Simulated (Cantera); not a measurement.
**TiO2 + HCl (chemical vapour transport)**

Feed: 1 mol TiO2, 0.06 mol HCl, at 0.0133 bar.

These are equilibrium values from Cantera (NASA tables, ideal gas, pure condensed phases), not measurements of a reactor. Candidate condensed phases: H2O, Ti, TiCl2, TiCl3, TiCl4, TiO, TiO2, Ti2O3, Ti3O5, Ti4O7; 23 gas species. Equilibrium is a limit: real reactors are often held back by kinetics, nucleation or transport.

From 1373 K to 1623 K the condensed part is TiO2(rutile). The main Ti-bearing gas is TiCl4 throughout.

| T (K) | x HCl | x Cl | x H2 | x H2O | n TiO2(rutile) |
|---|---|---|---|---|---|
| 1373 | 0.995 | 0.00103 | 0.000530 | 0.00222 | 1.000 |
| 1398 | 0.995 | 0.00131 | 0.000662 | 0.00229 | 1.000 |
| 1423 | 0.994 | 0.00163 | 0.000821 | 0.00236 | 1.000 |
| 1448 | 0.993 | 0.00203 | 0.00101 | 0.00243 | 1.000 |
| 1473 | 0.992 | 0.00250 | 0.00124 | 0.00251 | 1.000 |
| 1498 | 0.992 | 0.00307 | 0.00151 | 0.00259 | 1.000 |
| 1523 | 0.990 | 0.00373 | 0.00182 | 0.00267 | 1.000 |
| 1548 | 0.989 | 0.00451 | 0.00219 | 0.00276 | 1.000 |
| 1573 | 0.988 | 0.00541 | 0.00261 | 0.00285 | 1.000 |
| 1598 | 0.986 | 0.00646 | 0.00310 | 0.00296 | 1.000 |
| 1623 | 0.984 | 0.00767 | 0.00366 | 0.00307 | 1.000 |
x: gas mole fraction; n: condensed amount in mol.
